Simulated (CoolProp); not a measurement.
Vapour pressure (MPa) of ammonia: the reference equation beside estimates from Tc = 132.4 °C, pc = 11.36 MPa, ω = 0.256. Clausius-Clapeyron is anchored at -21.45 °C with a constant enthalpy of vaporisation of 22.71 kJ/mol.

Values from CoolProp's reference Helmholtz-energy equation of state, Gao 2020.

```json
[
 {"T (°C)": "-28.95", "reference": "0.1256", "Clausius-Clapeyron": "0.1276", "Soave-Redlich-Kwong": "0.1217", "Peng-Robinson": "0.1243"},
 {"T (°C)": "-21.45", "reference": "0.1781", "Clausius-Clapeyron": "0.1781", "Soave-Redlich-Kwong": "0.1738", "Peng-Robinson": "0.1765"},
 {"T (°C)": "-13.95", "reference": "0.2468", "Clausius-Clapeyron": "0.2438", "Soave-Redlich-Kwong": "0.2426", "Peng-Robinson": "0.2449"},
 {"T (°C)": "-6.45", "reference": "0.3351", "Clausius-Clapeyron": "0.3279", "Soave-Redlich-Kwong": "0.3312", "Peng-Robinson": "0.3329"},
 {"T (°C)": "1.05", "reference": "0.4464", "Clausius-Clapeyron": "0.4339", "Soave-Redlich-Kwong": "0.4435", "Peng-Robinson": "0.4440"},
 {"T (°C)": "8.55", "reference": "0.5846", "Clausius-Clapeyron": "0.5656", "Soave-Redlich-Kwong": "0.5836", "Peng-Robinson": "0.5821"},
 {"T (°C)": "16.05", "reference": "0.7539", "Clausius-Clapeyron": "0.7273", "Soave-Redlich-Kwong": "0.7555", "Peng-Robinson": "0.7515"},
 {"T (°C)": "23.45", "reference": "0.9557", "Clausius-Clapeyron": "0.9206", "Soave-Redlich-Kwong": "0.9610", "Peng-Robinson": "0.9536"},
 {"T (°C)": "30.95", "reference": "1.200", "Clausius-Clapeyron": "1.155", "Soave-Redlich-Kwong": "1.210", "Peng-Robinson": "1.198"},
 {"T (°C)": "38.45", "reference": "1.489", "Clausius-Clapeyron": "1.434", "Soave-Redlich-Kwong": "1.505", "Peng-Robinson": "1.489"},
 {"T (°C)": "45.95", "reference": "1.828", "Clausius-Clapeyron": "1.762", "Soave-Redlich-Kwong": "1.851", "Peng-Robinson": "1.829"},
 {"T (°C)": "53.45", "reference": "2.221", "Clausius-Clapeyron": "2.145", "Soave-Redlich-Kwong": "2.254", "Peng-Robinson": "2.225"},
 {"T (°C)": "60.95", "reference": "2.676", "Clausius-Clapeyron": "2.588", "Soave-Redlich-Kwong": "2.719", "Peng-Robinson": "2.683"},
 {"T (°C)": "68.45", "reference": "3.196", "Clausius-Clapeyron": "3.097", "Soave-Redlich-Kwong": "3.251", "Peng-Robinson": "3.208"}
]
```

Absolute difference from the reference over all 14 rows, mean and median: Clausius-Clapeyron 2.8 and 3.3 %, Soave-Redlich-Kwong 1.3 and 1.2 %, Peng-Robinson 0.4 and 0.3 %.
